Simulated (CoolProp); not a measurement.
Vapour-liquid equilibrium of benzene (1) + n-heptane (2) at 189.95 °C; x and y are mole fractions of (1).

Computed with CoolProp (multi-fluid Helmholtz-energy mixture model, Thol 2012 and Span 2003; pair parameters Bell 2016).

```csv
x,bubble pressure (bar),y at the bubble point,dew pressure at overall composition x (bar),liquid density (mol/L)
0.05,8.499,___,8.409,5.204
0.2,9.339,0.270,___,5.546
0.35,10.12,___,9.708,5.938
0.5,___,0.579,10.43,6.392
0.65,11.38,0.707,11.14,6.928
0.8,11.83,0.828,11.74,7.565
0.95,12.13,0.954,___,8.331
```

Q: What belongs in the gaps?

A: 
- 0.05, y at the bubble point: 0.073
- 0.2, dew pressure at overall composition x (bar): 9.027
- 0.35, y at the bubble point: 0.437
- 0.5, bubble pressure (bar): 10.81
- 0.95, dew pressure at overall composition x (bar): 12.12

No azeotrope shows between x = 0.05 and 0.95.

Pair parameters are fitted to limited data, so mixtures are less certain than the pure fluids.
